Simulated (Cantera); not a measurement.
A closed system holds: 1 mol Si3N4, 0.036 mol H2O, 8.3 mol H2, held at 1923.15 K and 41.0 mbar.

Equilibrium computed with Cantera from the NASA thermochemical tables; the gas is ideal and each condensed phase is pure. Candidate condensed phases: H2O, Si, SiO2, Si2N2O, Si3N4; 35 gas species. The tables' values for SiN are old estimates; treat these amounts as uncertain. Gases not in the tables: Si2H6 and higher silanes. Rates play no part.

**Question.** What is the equilibrium state?

**Answer.** 
```
Quantity        Value
----------  ---------
x(H2)           0.799
x(N2)           0.192
x(H)          0.00416
x(SiO)        0.00346
x(Si)        0.000415
x(SiH)        6.14e-5
x(SiH2)       5.39e-5
x(Si2N)       1.64e-5
x(SiN)        1.16e-5
n(Si(l))     2.96 mol
gas amount  10.40 mol
```
